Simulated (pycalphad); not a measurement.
CALPHAD calculation (pycalphad, COST 507 light-alloy database (1999)), 1 atm. No gas phase is included, though pure Mg would boil below 1650 K. These are 1990s assessments: newer ones move some temperatures and phases. Kinetics are ignored, which matters at the lower temperatures.

Problem. How does the equilibrium phase assembly of Mg-2.843Al-0.6102Si (wt.%) change on cooling from 1650 K to 350 K?

Solution. 
```json
[
 {"T (K)": "904.0", "phases above": "LIQUID", "phases below": "HCP_A3 + LIQUID"},
 {"T (K)": "889.2", "phases above": "HCP_A3 + LIQUID", "phases below": "HCP_A3 + LIQUID + MG2SI"},
 {"T (K)": "861.4", "phases above": "HCP_A3 + LIQUID + MG2SI", "phases below": "HCP_A3 + MG2SI"},
 {"T (K)": "467.7", "phases above": "HCP_A3 + MG2SI", "phases below": "ALMG_GAMMA + HCP_A3 + MG2SI"}
]
```
Changes were sought between steps of 25 K, so a narrower field can be missed.

Database names, with the compositions (at.%) that they take in these runs: MG2SI: Mg 67 Si 33; ALMG_GAMMA: Mg 59 Al 41. HCP_A3 is hcp.
